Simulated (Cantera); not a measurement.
Standard-state values (1 bar) from the NASA 1993 polynomials, evaluated with Cantera. Values are per mole of reaction as written; species without (g) are pure solids or liquids, kept so even where they would boil at 1 bar.

12 NO(g) + 2 Cr2N ⇌ 4 CrO3(g) + 7 N2(g)

```tsv
T (K)	ΔH° (kJ)	ΔS° (J/K)	ΔG° (kJ)	log10 K
998	___	___	___	___
1023	-2044.5	-303.6	-1733.9	88.53
1048	___	___	___	___
1073	___	___	___	___
1098	___	___	___	___
```

Problem. Some entries are withheld; supply them.

Solution. 
- 998, ΔH° (kJ): -2043.3
- 998, ΔS° (J/K): -302.5
- 998, ΔG° (kJ): -1741.5
- 998, log10 K: 91.15
- 1048, ΔH° (kJ): -2045.7
- 1048, ΔS° (J/K): -304.7
- 1048, ΔG° (kJ): -1726.3
- 1048, log10 K: 86.04
- 1073, ΔH° (kJ): -2046.8
- 1073, ΔS° (J/K): -305.8
- 1073, ΔG° (kJ): -1718.7
- 1073, log10 K: 83.66
- 1098, ΔH° (kJ): -2048.1
- 1098, ΔS° (J/K): -307.0
- 1098, ΔG° (kJ): -1711.0
- 1098, log10 K: 81.40
